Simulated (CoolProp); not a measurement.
A single-stage vapour-compression cycle with R507A: evaporating at 289.15 K (dew point), condensing at 333.15 K (bubble point), superheat 5 K, subcooling 5 K, compressor efficiency 0.75, no pressure losses. Each further row changes one setting.

The numbers come from the reference Helmholtz-energy equation of state, Lemmon 2003 in CoolProp. It is a pseudo-pure fit of the blend.

| case | cooling COP | pressure ratio | discharge temperature (K) | refrigerating effect (kJ/kg) | volumetric capacity (kJ/m³) |
|---|---|---|---|---|---|
| as stated | 3.25 | 2.94 | 348.0 | 89.1 | 4520 |
| evaporating temperature 294.15 K | (withheld) | 2.56 | (withheld) | 91.2 | 5360 |
| condensing temperature 328.15 K | 3.97 | 2.63 | 342.0 | 98.1 | 4980 |
| subcooling 10 K | (withheld) | 2.94 | 348.0 | 98.8 | 5010 |
| superheat 15 K | 3.36 | 2.94 | 357.0 | 99.8 | 4730 |
| compressor efficiency 0.65 | 2.82 | 2.94 | 350.8 | 89.1 | 4520 |

Problem. Fill in the missing entries.

Solution. 
- evaporating temperature 294.15 K, cooling COP: 3.86
- evaporating temperature 294.15 K, discharge temperature (K): 347.0
- subcooling 10 K, cooling COP: 3.61
